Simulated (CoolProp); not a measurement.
Vapour pressure (MPa) of trans-2-butene: the reference equation beside estimates from Tc = 155.5 °C, pc = 4.019 MPa, ω = 0.210.

The numbers come from the reference Helmholtz-energy equation of state, Lemmon 2005 in CoolProp. It is a short technical equation, of lower accuracy than the large ones.

```json
[
 {"T (°C)": "-11.85", "reference": "0.06065", "Lee-Kesler": "0.05890", "van der Waals": "0.3826", "Peng-Robinson": "0.06030"},
 {"T (°C)": "-9.35", "reference": "0.06738", "Lee-Kesler": "0.06559", "van der Waals": "0.4038", "Peng-Robinson": "0.06698"},
 {"T (°C)": "-6.85", "reference": "0.07469", "Lee-Kesler": "0.07287", "van der Waals": "0.4258", "Peng-Robinson": "0.07422"},
 {"T (°C)": "-4.35", "reference": "0.08262", "Lee-Kesler": "0.08078", "van der Waals": "0.4486", "Peng-Robinson": "0.08208"},
 {"T (°C)": "-1.85", "reference": "0.09119", "Lee-Kesler": "0.08934", "van der Waals": "0.4723", "Peng-Robinson": "0.09058"},
 {"T (°C)": "0.75", "reference": "0.1008", "Lee-Kesler": "0.09899", "van der Waals": "0.4977", "Peng-Robinson": "0.1001"},
 {"T (°C)": "3.25", "reference": "0.1108", "Lee-Kesler": "0.1090", "van der Waals": "0.5230", "Peng-Robinson": "0.1101"},
 {"T (°C)": "5.75", "reference": "0.1216", "Lee-Kesler": "0.1198", "van der Waals": "0.5492", "Peng-Robinson": "0.1208"},
 {"T (°C)": "8.25", "reference": "0.1331", "Lee-Kesler": "0.1314", "van der Waals": "0.5762", "Peng-Robinson": "0.1322"},
 {"T (°C)": "10.75", "reference": "0.1455", "Lee-Kesler": "0.1439", "van der Waals": "0.6041", "Peng-Robinson": "0.1445"},
 {"T (°C)": "13.25", "reference": "0.1588", "Lee-Kesler": "0.1573", "van der Waals": "0.6329", "Peng-Robinson": "0.1577"},
 {"T (°C)": "15.85", "reference": "0.1736", "Lee-Kesler": "0.1722", "van der Waals": "___", "Peng-Robinson": "0.1724"},
 {"T (°C)": "18.35", "reference": "0.1887", "Lee-Kesler": "0.1875", "van der Waals": "0.6943", "Peng-Robinson": "0.1875"},
 {"T (°C)": "20.85", "reference": "0.2049", "Lee-Kesler": "0.2039", "van der Waals": "___", "Peng-Robinson": "___"}
]
```

Q: Complete the blanks.

A: 
- 15.85, van der Waals: 0.6637
- 20.85, van der Waals: 0.7258
- 20.85, Peng-Robinson: 0.2036

Absolute difference from the reference over all 14 rows, mean and median: Lee-Kesler 1.6 and 1.6 %, van der Waals 373.5 and 361.8 %, Peng-Robinson 0.7 and 0.7 %.
